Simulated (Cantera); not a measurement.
An isothermal, constant-pressure homogeneous reactor starts with CH₄ : H₂ : O₂ = 0.0044 : 1 : 0.014 (molar parts), equivalence ratio 36, at 2675 K and 8.25 Torr.

Model: GRI-Mech 3.0 (53 species, 325 reactions), integrated in Cantera. Radical loss at walls, strong at low pressure, is not modelled.

x: mole fraction; the columns are a selection and need not sum to one.

```json
[
 {"t (s)": "0.000600", "x CH₄": "0.00252", "x H₂": "0.940", "x O₂": "0.00129", "x CH₃": "0.00141", "x CO": "0.000145", "x C₂H₆": "?"},
 {"t (s)": "0.00135", "x CH₄": "0.00183", "x H₂": "0.932", "x O₂": "1.15e-6", "x CH₃": "0.00128", "x CO": "0.000342", "x C₂H₆": "?"},
 {"t (s)": "0.00303", "x CH₄": "0.000993", "x H₂": "0.926", "x O₂": "1.04e-7", "x CH₃": "0.000823", "x CO": "0.000757", "x C₂H₆": "?"},
 {"t (s)": "0.00680", "x CH₄": "0.000359", "x H₂": "0.919", "x O₂": "1.41e-7", "x CH₃": "0.000356", "x CO": "0.00157", "x C₂H₆": "?"},
 {"t (s)": "0.0153", "x CH₄": "0.000115", "x H₂": "0.909", "x O₂": "1.87e-7", "x CH₃": "0.000139", "x CO": "0.00284", "x C₂H₆": "2.17e-10"},
 {"t (s)": "0.0343", "x CH₄": "1.18e-5", "x H₂": "0.893", "x O₂": "2.80e-7", "x CH₃": "1.83e-5", "x CO": "0.00402", "x C₂H₆": "2.77e-12"},
 {"t (s)": "0.0771", "x CH₄": "2.29e-10", "x H₂": "0.861", "x O₂": "5.85e-7", "x CH₃": "5.19e-10", "x CO": "0.00408", "x C₂H₆": "<1e-12"},
 {"t (s)": "0.173", "x CH₄": "<1e-12", "x H₂": "0.799", "x O₂": "1.56e-6", "x CH₃": "2.80e-12", "x CO": "0.00394", "x C₂H₆": "<1e-12"},
 {"t (s)": "0.389", "x CH₄": "<1e-12", "x H₂": "0.707", "x O₂": "4.26e-6", "x CH₃": "<1e-12", "x CO": "0.00374", "x C₂H₆": "<1e-12"},
 {"t (s)": "0.874", "x CH₄": "<1e-12", "x H₂": "0.625", "x O₂": "8.44e-6", "x CH₃": "<1e-12", "x CO": "0.00356", "x C₂H₆": "<1e-12"},
 {"t (s)": "1.96", "x CH₄": "<1e-12", "x H₂": "0.597", "x O₂": "1.04e-5", "x CH₃": "<1e-12", "x CO": "0.00349", "x C₂H₆": "<1e-12"},
 {"t (s)": "4.41", "x CH₄": "<1e-12", "x H₂": "0.595", "x O₂": "1.05e-5", "x CH₃": "<1e-12", "x CO": "0.00349", "x C₂H₆": "<1e-12"},
 {"t (s)": "9.91", "x CH₄": "<1e-12", "x H₂": "0.595", "x O₂": "1.05e-5", "x CH₃": "<1e-12", "x CO": "0.00349", "x C₂H₆": "<1e-12"},
 {"t (s)": "22.3", "x CH₄": "<1e-12", "x H₂": "0.595", "x O₂": "1.05e-5", "x CH₃": "<1e-12", "x CO": "0.00349", "x C₂H₆": "<1e-12"},
 {"t (s)": "50.0", "x CH₄": "<1e-12", "x H₂": "0.595", "x O₂": "1.05e-5", "x CH₃": "<1e-12", "x CO": "0.00349", "x C₂H₆": "<1e-12"}
]
```

Task: Fill in the missing entries.

Result: 
- 0.000600, x C₂H₆: 5.00e-8
- 0.00135, x C₂H₆: 3.34e-8
- 0.00303, x C₂H₆: 1.16e-8
- 0.00680, x C₂H₆: 1.80e-9
